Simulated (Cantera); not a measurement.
A closed system holds: 1 mol SiH4, 0.094 mol O2, 14 mol N2, held at 1452 °C and 1.00 Torr.

Equilibrium computed with Cantera from the NASA thermochemical tables; the gas is ideal and each condensed phase is pure. Candidate condensed phases: H2O, Si, SiO2, Si2N2O, Si3N4; 35 gas species. The tables' values for SiN are old estimates; treat these amounts as uncertain. Kinetics and transport are ignored.

Base state: N2 0.863, H2 0.122, SiO 0.0116, H 0.00178, Si 0.000761, Si2N 2.53e-5, SiN 1.44e-5, SiH 1.39e-5 (mole fractions); condensed: Si(l).

Q: What changes in the equilibrium state with this change: SiH4 replaced by Si2H6?

A: 
```csv
species,before,after
N2,0.863,0.813
H2,0.122,0.173
SiO,0.0116,0.0109
H,0.00178,0.00212
SiH,1.39e-5,1.65e-5
Si2N,2.53e-5,2.45e-5
SiN,1.44e-5,1.40e-5
Si,0.000761,0.000761
"Si(l), mol",0.798,1.80
```
The feed counts by its element totals alone.

Q: What changes in the equilibrium state with this change: temperature from 1452 °C to 1425 °C?

A: 
```tsv
species	before	after
N2	0.863	0.864
H2	0.122	0.123
SiO	0.0116	0.0116
H	0.00178	0.00139
Si	0.000761	0.000493
SiH	1.39e-5	9.81e-6
SiN	1.44e-5	1.02e-5
Si2N	2.53e-5	1.84e-5
Si(l), mol	0.798	0.803
```
